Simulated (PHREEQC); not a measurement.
Dissolve 1.4 mmol/kgw NH3 and 0.13 mmol/kgw K2SiO3 at 20 °C. Closed to the air; pH follows from the charge balance.

Equilibrium calculation in PHREEQC: ion-association model, phreeqc.dat.

No solid was allowed to form.

**Question.** What pH does the model give?

**Answer.** pH 10.55.

**Question.** In which forms is Si present?

**Answer.** H3SiO4- 82 %, H4SiO4 18 % of the Si.
